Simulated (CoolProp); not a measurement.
Properties of nitrogen along the isobar 12.8 MPa (Tc = -147.0 °C, pc = 3.396 MPa, ω = 0.037).

Model: reference Helmholtz-energy equation of state, Span 2000, in CoolProp.

| T (°C) | phase | density (kg/m³) | cp (kJ/(kg K)) | speed of sound (m/s) | expansivity (1/kK) | Prandtl number |
|---|---|---|---|---|---|---|
| -191.75 | liquid | 818.9 | 1.943 | 912.1 | 4.729 | 2.16 |
| -183.25 | liquid | 785.4 | 1.953 | 843.8 | 5.129 | 1.84 |
| -174.65 | liquid | 749.9 | 1.974 | 775.1 | 5.633 | 1.65 |
| -166.15 | liquid | 713.0 | 2.009 | 707.4 | 6.270 | 1.54 |
| -157.55 | liquid | 673.3 | 2.062 | 639.3 | 7.112 | 1.49 |
| -149.05 | liquid | 631.0 | 2.135 | 573.1 | 8.206 | 1.48 |
| -140.45 | supercritical | 584.5 | 2.230 | 509.0 | 9.634 | 1.49 |
| -131.95 | supercritical | 534.8 | 2.335 | 451.2 | 11.33 | 1.51 |
| -123.35 | supercritical | 481.5 | 2.416 | 402.3 | 13.03 | 1.49 |
| -114.85 | supercritical | 428.8 | 2.421 | 366.5 | 14.08 | 1.43 |
| -106.25 | supercritical | 379.7 | 2.325 | 343.9 | 14.04 | 1.34 |
| -97.75 | supercritical | 338.2 | 2.167 | 332.5 | 13.08 | 1.24 |
| -89.15 | supercritical | 303.9 | 1.998 | 328.2 | 11.76 | 1.15 |
| -80.65 | supercritical | 276.5 | 1.850 | 328.3 | 10.46 | 1.08 |

Viscosity comes from a separate model (Lemmon 2004). Thermal conductivity comes from a separate model (Lemmon 2004).
